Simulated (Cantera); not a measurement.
Standard-state values (1 bar) from the NASA 1993 polynomials, evaluated with Cantera. Values are per mole of reaction as written; species without (g) are pure solids or liquids, kept so even where they would boil at 1 bar.

2 H₂(g) + S₂(g) = 2 H₂S(g), with ΔH° = -169.4 kJ and ΔS° = -78.3 J/K at 300 K.

Task: How far is the shortcut ΔG° ≈ ΔH°(300 K) − T·ΔS°(300 K) from the full temperature-dependent value at 373, 423, 473, 523, 573 K?

Result: 
```tsv
T (K)	shortcut (kJ)	full (kJ)	difference (kJ)	difference in log10 K
373	-140.3	-140.1	-0.2	0.03
423	-136.3	-135.9	-0.5	0.06
473	-132.4	-131.5	-0.9	0.10
523	-128.5	-127.1	-1.5	0.15
573	-124.6	-122.5	-2.1	0.19
```
The shortcut ignores the heat-capacity change of the reaction.
